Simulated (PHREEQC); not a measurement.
# Brine: speciation

Consider water at 25 °C with 1 mol LiCl and 2.6 mol KCl per kg of water. Closed to the air; pH follows from the charge balance.

The numbers come from PHREEQC with the Pitzer model, pitzer.dat.

```json
{
  "ionic_strength": "3.60 mol/kgw",
  "activity_of_water": "0.870",
  "density": "1.121 g/cm³",
  "osmotic_coefficient": "1.073"
}
```

| species | molality | activity | log γ |
|---|---|---|---|
| Cl- | 3.60 | 2.06 | -0.241 |
| K+ | 2.60 | 1.89 | -0.138 |
| Li+ | 1.00 | 1.73 | 0.239 |
| OH- | 1.00e-7 | 4.70e-8 | -0.329 |
| H+ | 1.00e-7 | 1.88e-7 | 0.272 |

This is a speciation only: nothing precipitates in the calculation.
